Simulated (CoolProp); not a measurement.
n-heptane along the isotherm 153.15 °C: density (kg/m³) from the reference equation and from simpler models built on Tc = 268.1 °C, pc = 27.74 bar, ω = 0.349; each cubic takes its own stable root.

Model: reference Helmholtz-energy equation of state, Span 2003, in CoolProp. It is a short technical equation, of lower accuracy than the large ones.

```json
[
 {"p (bar)": "17.3", "phase": "liquid", "reference": "561.7"},
 {"p (bar)": "34.7", "phase": "liquid", "reference": "566.7"},
 {"p (bar)": "52", "phase": "liquid", "reference": "571.3"},
 {"p (bar)": "69.3", "phase": "liquid", "reference": "575.6"},
 {"p (bar)": "86.7", "phase": "liquid", "reference": "579.6"},
 {"p (bar)": "104", "phase": "liquid", "reference": "583.4"},
 {"p (bar)": "121", "phase": "liquid", "reference": "586.9"},
 {"p (bar)": "139", "phase": "liquid", "reference": "590.3"}
]
```

Problem. How far does each simpler model (van der Waals, Soave-Redlich-Kwong) lie from the reference over these 8 states: mean and median of the absolute difference, and the worst?

Solution. 
- van der Waals: mean 37.7 %, median 37.3 %, worst -41.3 % at 153.15 °C and 17.3 bar
- Soave-Redlich-Kwong: mean 10.1 %, median 9.9 %, worst -11.7 % at 153.15 °C and 17.3 bar
